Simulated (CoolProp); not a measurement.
Saturation properties of R236EA (Tc = 139.3 °C, pc = 34.14 bar, ω = 0.368).

The numbers come from the reference Helmholtz-energy equation of state, Rui 2013 in CoolProp.

| T (°C) | p (bar) | enthalpy of vaporisation (kJ/kg) | liquid cp (kJ/(kg K)) | vapour viscosity (µPa s) | liquid conductivity (mW/(m K)) |
|---|---|---|---|---|---|
| 29.25 | 2.382 | 153.4 | 1.266 | 11.0 | 78.2 |
| 34.25 | 2.811 | 150.6 | 1.275 | 11.2 | 76.4 |
| 39.15 | 3.286 | 147.9 | 1.284 | 11.3 | 74.7 |
| 44.15 | 3.832 | 145.0 | 1.295 | 11.5 | 73.0 |
| 49.15 | 4.444 | 142.0 | 1.307 | 11.7 | 71.3 |
| 54.15 | 5.128 | 138.8 | 1.320 | 11.9 | 69.6 |
| 59.15 | 5.889 | 135.6 | 1.334 | 12.1 | 68.0 |
| 64.15 | 6.733 | 132.2 | 1.349 | 12.3 | 66.4 |
| 69.05 | 7.646 | 128.8 | 1.366 | 12.5 | 64.8 |
| 74.05 | 8.670 | 125.1 | 1.385 | 12.7 | 63.2 |
| 79.05 | 9.795 | 121.2 | 1.407 | 12.9 | 61.6 |
| 84.05 | 11.03 | 117.2 | 1.432 | 13.2 | 60.0 |
| 89.05 | 12.37 | 112.8 | 1.462 | 13.5 | 58.5 |
| 94.05 | 13.84 | 108.2 | 1.496 | 13.8 | 56.9 |
| 98.95 | 15.40 | 103.4 | 1.538 | 14.2 | 55.4 |

It boils at 6.2 °C under 1 atm.

Viscosity comes from a separate model (Huber 2003), an estimate that may be off by 10 % or more. Thermal conductivity comes from a separate model (Huber 2003), an estimate that may be off by 10 % or more.
